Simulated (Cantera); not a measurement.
**Thermodynamics of carbon deposition, reforming and gasification, feed C₂H₆ + O₂ + H₂**

Feed: 1 mol C₂H₆, 0.74 mol O₂, 0.98 mol H₂, at 4.30 bar.

Cantera equilibrium calculation (NASA polynomials, part measured and part estimated; ideal gas, pure solids and liquids). Candidate condensed phases: C, C₆H₆, C₇H₈, C₈H₁₈, H₂O; 110 gas species. Equilibrium is a limit: real reactors are often held back by kinetics, nucleation or transport.

```json
[
 {"T (K)": "2125", "log p H₂": "0.49", "log p CO": "0.07", "log p H": "-2.19", "log p C₂H₂ (acetylene)": "-2.28", "log p CH₄": "-2.52", "log p CH₃": "-3.92", "n C(graphite)": "0.503"},
 {"T (K)": "2175", "log p H₂": "0.49", "log p CO": "0.07", "log p H": "-2.06", "log p C₂H₂ (acetylene)": "-2.16", "log p CH₄": "-2.57", "log p CH₃": "-3.84", "n C(graphite)": "0.499"},
 {"T (K)": "2225", "log p H₂": "0.49", "log p CO": "0.07", "log p H": "-1.94", "log p C₂H₂ (acetylene)": "-2.04", "log p CH₄": "-2.62", "log p CH₃": "-3.77", "n C(graphite)": "0.494"},
 {"T (K)": "2275", "log p H₂": "0.49", "log p CO": "0.07", "log p H": "-1.82", "log p C₂H₂ (acetylene)": "-1.93", "log p CH₄": "-2.66", "log p CH₃": "-3.70", "n C(graphite)": "0.487"},
 {"T (K)": "2325", "log p H₂": "0.49", "log p CO": "0.07", "log p H": "-1.71", "log p C₂H₂ (acetylene)": "-1.82", "log p CH₄": "-2.71", "log p CH₃": "-3.64", "n C(graphite)": "0.478"},
 {"T (K)": "2375", "log p H₂": "0.49", "log p CO": "0.07", "log p H": "-1.61", "log p C₂H₂ (acetylene)": "-1.72", "log p CH₄": "-2.75", "log p CH₃": "-3.58", "n C(graphite)": "0.468"},
 {"T (K)": "2425", "log p H₂": "0.49", "log p CO": "0.07", "log p H": "-1.50", "log p C₂H₂ (acetylene)": "-1.62", "log p CH₄": "-2.79", "log p CH₃": "-3.52", "n C(graphite)": "0.456"},
 {"T (K)": "2475", "log p H₂": "0.49", "log p CO": "0.06", "log p H": "-1.40", "log p C₂H₂ (acetylene)": "-1.53", "log p CH₄": "-2.83", "log p CH₃": "-3.47", "n C(graphite)": "0.441"},
 {"T (K)": "2525", "log p H₂": "0.48", "log p CO": "0.06", "log p H": "-1.31", "log p C₂H₂ (acetylene)": "-1.44", "log p CH₄": "-2.87", "log p CH₃": "-3.41", "n C(graphite)": "0.423"}
]
```
log p: log10 of the partial pressure in bar; n: condensed amount in mol.

From 2125 K to 2525 K the condensed part is C(graphite). The main C-bearing gas is CO throughout. The share of C in condensed phases is highest at 2125 K (25.1 %) and lowest at 2525 K (21.1 %).
